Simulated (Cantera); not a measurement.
Input: 1 mol MgCO3, 0.46 mol H2S, 0.092 mol O2, equilibrated at 7.60 bar.

Equilibrium computed with Cantera from the NASA thermochemical tables; the gas is ideal and each condensed phase is pure. Candidate condensed phases: C, C6H6, C7H8, C8H18, H2O, H2SO4, Mg, MgCO3, MgO, Mg(OH)2, MgS, MgSO4, S; 130 gas species. Gases not in the tables: S3 to S7. Rates play no part.

Problem. Which condensed phases are stable at each of these points (T (K)): 600, 700, 800, 900, 1000, 1100, 1200, 1300, 1400, 1500, 1600, 1700, 1800, 1900?

Solution. 
```csv
T (K),condensed phases,Mg condensed (%)
600,MgCO3(s) + MgO(s) + S(l),100.0
700,MgCO3(s) + MgO(s) + S(l),100.0
800,MgO(s),100.0
900,MgO(s),100.0
1000,MgO(s),100.0
1100,MgO(s),100.0
1200,MgO(s),100.0
1300,MgO(s),100.0
1400,MgO(s),100.0
1500,MgO(s),100.0
1600,MgO(s),100.0
1700,MgO(s),100.0
1800,MgO(s),100.0
1900,MgO(s),100.0
```

From 600 K to 700 K the condensed part is MgCO3(s) + MgO(s) + S(l). From 800 K to 1900 K the condensed part is MgO(s).
